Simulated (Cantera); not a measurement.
What does this Cantera script print?

```python
import numpy as np
import cantera as ct

surf = ct.Interface("ptcombust.yaml", "Pt_surf")
gas = surf.adjacent["gas"]
gas.TPX = 775, 20000, {'CO': 0.0085, 'O2': 0.012, 'N2': 0.79, 'H2O': 0.011}
surf.TP = 775, 20000
reactor = ct.FlowReactor(gas, clone=False)
reactor.area = 0.0001  # m2
reactor.surface_area_to_volume_ratio = 300  # 1/m
reactor.mass_flow_rate = 0.2 * reactor.area * gas.density  # inlet velocity 0.2 m/s
reactor.energy_enabled = False
wall = ct.ReactorSurface(surf, reactor, clone=False)
net = ct.ReactorNet([reactor])
net.rtol, net.atol = 1e-8, 1e-16
show, cover = ['CO', 'O2', 'H2O', 'CO2'], ['PT(S)', 'H(S)', 'O(S)', 'OH(S)', 'CO(S)', 'C(S)']

rows = []
print(f"{'z/m':>9s}{'u/(m/s)':>9s}" + "".join(f"{s:>13s}" for s in show + cover))
for z in [4.6e-05, 9e-05, 0.00017, 0.00033, 0.00065, 0.0012, 0.0024, 0.0046]:
    net.advance(z)
    rows.append([reactor.speed, *gas[show].X, *surf[cover].coverages])
    print(f"{z:9.4g}{rows[-1][0]:9.3g}" + "".join(f"{x:13.4e}" for x in rows[-1][1:]))
```

Output:

```
      z/m  u/(m/s)           CO           O2          H2O          CO2        PT(S)         H(S)         O(S)        OH(S)        CO(S)         C(S)
  4.6e-05      0.2   9.0526e-03   1.3966e-02   1.3399e-02   1.3011e-03   2.8136e-01   8.4362e-07   3.7442e-03   2.0577e-04   7.1469e-01   9.8435e-11
    9e-05      0.2   7.7062e-03   1.3300e-02   1.3408e-02   2.6545e-03   3.0202e-01   8.8262e-07   4.2337e-03   2.2678e-04   6.9352e-01   9.0678e-11
  0.00017    0.199   4.7690e-03   1.1845e-02   1.3428e-02   5.6070e-03   3.7185e-01   9.8309e-07   6.3790e-03   3.0911e-04   6.2145e-01   6.6399e-11
  0.00033    0.199   1.9160e-04   9.5779e-03   1.3458e-02   1.0208e-02   1.2933e-01   1.7302e-08   8.6838e-01   2.1293e-03   1.5883e-04   4.3355e-17
  0.00065    0.199   2.1871e-05   9.4939e-03   1.3460e-02   1.0379e-02   1.1551e-01   1.4489e-08   8.8244e-01   2.0287e-03   1.4244e-05   3.4177e-18
   0.0012    0.199   7.1096e-07   9.4834e-03   1.3460e-02   1.0400e-02   1.1416e-01   1.4225e-08   8.8382e-01   2.0184e-03   4.5161e-07   1.0692e-19
   0.0024    0.199   4.2341e-10   9.4830e-03   1.3460e-02   1.0401e-02   1.1412e-01   1.4216e-08   8.8386e-01   2.0181e-03   2.6873e-10   6.3596e-23
   0.0046    0.199   6.1410e-16   9.4830e-03   1.3460e-02   1.0401e-02   1.1412e-01   1.4216e-08   8.8386e-01   2.0181e-03   3.8976e-16   9.2237e-29
```

Detailed kinetics in Cantera: Deutschmann's 1995 Pt surface mechanism with GRI-Mech 3.0 gas chemistry. Catalytic surfaces can have several steady states; this one follows from the mechanism file's or the stated starting coverage. Mass transfer to the wall is taken as infinitely fast.
